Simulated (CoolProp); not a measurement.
A single-stage vapour-compression cycle with dimethyl carbonate: evaporating at 308.15 K (dew point), condensing at 338.15 K (bubble point), superheat 5 K, subcooling 5 K, compressor efficiency 0.8, no pressure losses. Each further row changes one setting.

Model: reference Helmholtz-energy equation of state, Zhou 2011, in CoolProp.

| case | cooling COP | pressure ratio | discharge temperature (K) | refrigerating effect (kJ/kg) | volumetric capacity (kJ/m³) |
|---|---|---|---|---|---|
| as stated | (withheld) | 3.56 | 351.5 | 372 | 154 |
| evaporating temperature 313.15 K | 9.64 | 2.82 | (withheld) | (withheld) | (withheld) |
| condensing temperature 333.15 K | 9.48 | 2.94 | 345.6 | 381 | 158 |
| subcooling 10 K | 7.99 | 3.56 | 351.5 | 381 | 158 |
| superheat 15 K | 7.81 | 3.56 | (withheld) | (withheld) | 154 |
| compressor efficiency 0.7 | 6.82 | 3.56 | 356.6 | 372 | 154 |

Q: Complete the blanks.

A: 
- as stated, cooling COP: 7.80
- evaporating temperature 313.15 K, discharge temperature (K): 349.6
- evaporating temperature 313.15 K, refrigerating effect (kJ/kg): 378
- evaporating temperature 313.15 K, volumetric capacity (kJ/m³): 194
- superheat 15 K, discharge temperature (K): 361.9
- superheat 15 K, refrigerating effect (kJ/kg): 384
